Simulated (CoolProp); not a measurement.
Vapour-liquid equilibrium of n-hexane (1) + hexamethyldisiloxane (MM) (2) at 0.00043 MPa; x and y are mole fractions of (1).

Computed with CoolProp (multi-fluid Helmholtz-energy mixture model, Thol 2019 and Thol 2016; pair parameters Bell 2016).

Give the bubble temperature and the first vapour's composition at x = 0.65, 0.8, 0.95. Is there an azeotrope?

x = 0.65: 238.0 K, y = 0.927; x = 0.8: 235.3 K, y = 0.971; x = 0.95: 233.1 K, y = 0.995. No azeotrope shows between x = 0.05 and 0.95.

The pair parameters rest on a limited set of measurements; away from them the model extrapolates.
